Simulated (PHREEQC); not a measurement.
**Silver or lead bath**

Solution (25 °C): 0.0027 mol/kgw AgNO3, 0.00035 mol/kgw HF and 0.016 mol/kgw Na2SO4. Closed to the air; pH follows from the charge balance.

The numbers come from PHREEQC with the ion-association model, wateq4f.dat.

This is a speciation only: nothing precipitates in the calculation.

**Question.** Estimate the pH.

**Answer.** pH 3.82.

**Question.** In which forms is Na present?

**Answer.** Na+ 97 %, NaSO4- 3.3 % of the Na.

Complexes and solids missing from the database can't appear.
